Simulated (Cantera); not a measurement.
What does this Cantera script print?

```python
import numpy as np
import cantera as ct

gas_names = """
    CL CL2 H HCL H2 N NH NH2 NH3 N2 N2H2 N2H4 Si SiCL SiCL2 SiCL3 SiCL4 SiH SiHCL3 SiH2 SiH2CL2 SiH3
    SiH3CL SiH4 SiN Si2 Si2N Si3
""".split()
cond_names = """
    NH4CL(a) NH4CL(b) Si(cr) Si(L) Si3N4(a)
""".split()


# ... load() reads the species with a 1 bar reference pressure and builds the phases ...
atoms = {
    'SiHCl3': {'Si': 1, 'H': 1, 'CL': 3},
    'NH3': {'N': 1, 'H': 3},
}
top_T = {'Si3N4(a)': 2400}  # K; cautious upper limits of use, not melting points


# ... equilibrate(T, P, feed) seeds the gas with the atoms and calls Mixture.equilibrate('TP', solver="vcs", rtol=1e-11, max_steps=5000) ...
results = []
feed = {'SiHCl3': 1, 'NH3': 2.7}  # mol
P = 78000  # Pa
for T in [1223, 1273, 1323, 1373, 1423, 1473, 1523, 1573, 1623, 1673, 1723, 1773]:
    mix = equilibrate(T, P, feed)
    results.append((T, P, feed, dict(zip(mix.species_names, mix.species_moles))))
    x = sorted(zip(gas.X, gas.species_names), reverse=True)
    print(f"T = {T:g} K  P = {P:g} Pa  gas = {mix.phase_moles(0):.4g} mol")
    print("   x: " + "  ".join(f"{s} {v:.3e}" for v, s in x if v > 0.0001))
    print("   condensed (mol): " + ("  ".join(f"{mix.phase(i).name} {mix.phase_moles(i):.4g}"
          for i in range(1, mix.n_phases) if mix.phase_moles(i) > 1e-12) or "none"))
```

Output:

```
T = 1223 K  P = 78000 Pa  gas = 6.671 mol
   x: H2 5.130e-01  HCL 3.368e-01  N2 1.215e-01  SiCL4 2.699e-02  SiHCL3 1.269e-03  SiCL3 3.610e-04
   condensed (mol): Si3N4(a) 0.2696
T = 1273 K  P = 78000 Pa  gas = 6.674 mol
   x: H2 5.104e-01  HCL 3.410e-01  N2 1.209e-01  SiCL4 2.544e-02  SiHCL3 1.522e-03  SiCL3 6.533e-04  SiCL2 1.100e-04
   condensed (mol): Si3N4(a) 0.2716
T = 1323 K  P = 78000 Pa  gas = 6.679 mol
   x: H2 5.082e-01  HCL 3.443e-01  N2 1.204e-01  SiCL4 2.389e-02  SiHCL3 1.789e-03  SiCL3 1.122e-03  SiCL2 2.884e-04
   condensed (mol): Si3N4(a) 0.273
T = 1373 K  P = 78000 Pa  gas = 6.684 mol
   x: H2 5.064e-01  HCL 3.466e-01  N2 1.202e-01  SiCL4 2.228e-02  SiHCL3 2.059e-03  SiCL3 1.835e-03  SiCL2 6.989e-04
   condensed (mol): Si3N4(a) 0.2734
T = 1423 K  P = 78000 Pa  gas = 6.692 mol
   x: H2 5.049e-01  HCL 3.475e-01  N2 1.203e-01  SiCL4 2.052e-02  SiCL3 2.856e-03  SiHCL3 2.315e-03  SiCL2 1.573e-03
   condensed (mol): Si3N4(a) 0.2724
T = 1473 K  P = 78000 Pa  gas = 6.706 mol
   x: H2 5.040e-01  HCL 3.464e-01  N2 1.210e-01  SiCL4 1.851e-02  SiCL3 4.223e-03  SiCL2 3.296e-03  SiHCL3 2.530e-03
   condensed (mol): Si3N4(a) 0.2694
T = 1523 K  P = 78000 Pa  gas = 6.726 mol
   x: H2 5.037e-01  HCL 3.426e-01  N2 1.224e-01  SiCL4 1.617e-02  SiCL2 6.426e-03  SiCL3 5.899e-03  SiHCL3 2.669e-03
   condensed (mol): Si3N4(a) 0.2633
T = 1573 K  P = 78000 Pa  gas = 6.758 mol
   x: H2 5.042e-01  HCL 3.353e-01  N2 1.249e-01  SiCL4 1.349e-02  SiCL2 1.163e-02  SiCL3 7.724e-03  SiHCL3 2.690e-03
   condensed (mol): Si3N4(a) 0.2531
T = 1623 K  P = 78000 Pa  gas = 6.802 mol
   x: H2 5.057e-01  HCL 3.236e-01  N2 1.285e-01  SiCL2 1.947e-02  SiCL4 1.059e-02  SiCL3 9.401e-03  SiHCL3 2.565e-03  SiH2CL2 1.048e-04
   condensed (mol): Si3N4(a) 0.2378
T = 1673 K  P = 78000 Pa  gas = 6.86 mol
   x: H2 5.083e-01  HCL 3.072e-01  N2 1.335e-01  SiCL2 3.013e-02  SiCL3 1.057e-02  SiCL4 7.740e-03  SiHCL3 2.298e-03  SiH2CL2 1.176e-04
   condensed (mol): Si3N4(a) 0.217
T = 1723 K  P = 78000 Pa  gas = 6.929 mol
   x: H2 5.122e-01  HCL 2.866e-01  N2 1.396e-01  SiCL2 4.317e-02  SiCL3 1.098e-02  SiCL4 5.244e-03  SiHCL3 1.930e-03  H 1.478e-04  SiH2CL2 1.251e-04
   condensed (mol): Si3N4(a) 0.1914
T = 1773 K  P = 78000 Pa  gas = 7.005 mol
   x: H2 5.171e-01  HCL 2.628e-01  N2 1.464e-01  SiCL2 5.771e-02  SiCL3 1.061e-02  SiCL4 3.312e-03  SiHCL3 1.529e-03  H 2.316e-04  SiH2CL2 1.266e-04
   condensed (mol): Si3N4(a) 0.1622
```

These are equilibrium values from Cantera (NASA tables, ideal gas, pure condensed phases), not measurements of a reactor. The tables' values for SiCl3, SiCl are old estimates; treat these amounts as uncertain.
